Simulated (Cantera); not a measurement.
A closed system holds: 1 mol Cr₂O₃, 1.8 mol H₂, 2.6 mol H₂O, at 0.133 bar.

Method: chemical equilibrium by Gibbs-energy minimisation in Cantera with the NASA 1993 tables (ideal gas, pure condensed phases). Candidate condensed phases: Cr, Cr₂O₃, H₂O; 13 gas species. The numbers say what is thermodynamically allowed, not how fast it happens. All values below are at 1677 °C.

Base state: H₂O 0.590, H₂ 0.408, H 0.00200, OH 0.000263 (mole fractions); condensed: Cr₂O₃(s).

Task: What changes in the equilibrium state with this change: pressure from 0.133 bar to 0.00133 bar?

Result: 
| species | before | after |
|---|---|---|
| H₂O | 0.590 | 0.581 |
| H₂ | 0.408 | 0.395 |
| H | 0.00200 | 0.0197 |
| Cr | 3.77e-6 | 0.000367 |
| O₂ | 6.02e-7 | 6.23e-5 |
| O | 9.59e-7 | 9.76e-5 |
| CrO₂ | 1.84e-6 | 0.000185 |
| CrO | 3.47e-6 | 0.000344 |
| Cr₂O₃(s), mol | 1.000 | 0.998 |
